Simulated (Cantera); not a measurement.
Feed: 1 mol CH3Cl, a varied amount of Si, 11 mol H2, equilibrated at 873.15 K and 75.0 Torr.

Method: chemical equilibrium by Gibbs-energy minimisation in Cantera with the NASA 1993 tables (ideal gas, pure condensed phases). Candidate condensed phases: C, C6H6, C7H8, C8H18, Si, SiC; 109 gas species. Rates play no part.

Q: At 0.64 mol Si, list the 5 most abundant gas species with their mole fractions, and the condensed phases.

A: H2 0.917, CH4 0.0376, HCl 0.0339, SiCl4 0.0112, SiHCl3 0.000650. Condensed: C(graphite) + SiC(s).
